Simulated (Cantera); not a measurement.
What does this Cantera script print?

```python
import numpy as np
import cantera as ct

gas_names = """
    B BH BH2 BH3 BO BO2 B2 B2O B2O2 B2O3 B3O3H3 H HBO HBO2 HO2 H2 H2O H2O2 H3B3O6 O OH O2 O3
""".split()
cond_names = """
    B(b) B(L) B2O3(L) B3O3H3(cr) H2O(s) H2O(L)
""".split()


# ... load() reads the species with a 1 bar reference pressure and builds the phases ...
atoms = {
    'B2O3': {'B': 2, 'O': 3},
    'H2': {'H': 2},
}
top_T = {}  # K; cautious upper limits of use, not melting points


# ... equilibrate(T, P, feed) seeds the gas with the atoms and calls Mixture.equilibrate('TP', solver="vcs", rtol=1e-11, max_steps=5000) ...
results = []
feed = {'B2O3': 1, 'H2': 9.3}  # mol
P = 210  # Pa
for T in [1750, 1775, 1800, 1825, 1850, 1875, 1900, 1925, 1950, 1975, 2000]:
    mix = equilibrate(T, P, feed)
    results.append((T, P, feed, dict(zip(mix.species_names, mix.species_moles))))

top = {s: max(r[3][s] / sum(r[3][g] for g in gas_names) for r in results) for s in gas_names}
cols = sorted((s for s in top if top[s] > 1e-05), key=lambda s: -top[s])[:7]
seen = [c for c in cond_names if any(r[3].get(c, 0) > 1e-12 for r in results)]
print("log10 of partial pressures in bar; condensed amounts in mol")
print(f"{'T/K':>10s}" + "".join(f"{s[:9]:>10s}" for s in cols + seen))
for T, P, feed, n in results:
    ng = sum(n[g] for g in gas_names)
    print(f"{T:10.4g}" + "".join(f"{np.log10(max(n[s] / ng * P / 1e5, 1e-99)):10.3f}" for s in cols)
          + "".join(f"{n.get(c, 0):10.4g}" for c in seen))
```

Output:

```
log10 of partial pressures in bar; condensed amounts in mol
       T/K        H2      B2O3      HBO2       HBO         H        BO       H2O
      1750    -2.745    -3.960    -4.053    -4.162    -5.006    -5.147    -5.322
      1775    -2.746    -3.969    -4.045    -4.154    -4.911    -5.056    -5.275
      1800    -2.747    -3.979    -4.037    -4.147    -4.820    -4.968    -5.228
      1825    -2.749    -3.990    -4.030    -4.141    -4.731    -4.884    -5.182
      1850    -2.751    -4.001    -4.023    -4.137    -4.644    -4.803    -5.137
      1875    -2.752    -4.013    -4.016    -4.133    -4.560    -4.725    -5.091
      1900    -2.755    -4.026    -4.010    -4.132    -4.478    -4.650    -5.047
      1925    -2.757    -4.040    -4.004    -4.131    -4.398    -4.579    -5.002
      1950    -2.760    -4.054    -3.998    -4.133    -4.321    -4.511    -4.958
      1975    -2.763    -4.070    -3.993    -4.136    -4.245    -4.446    -4.914
      2000    -2.766    -4.088    -3.988    -4.140    -4.172    -4.384    -4.870
```

Cantera equilibrium calculation (NASA polynomials, part measured and part estimated; ideal gas, pure solids and liquids).
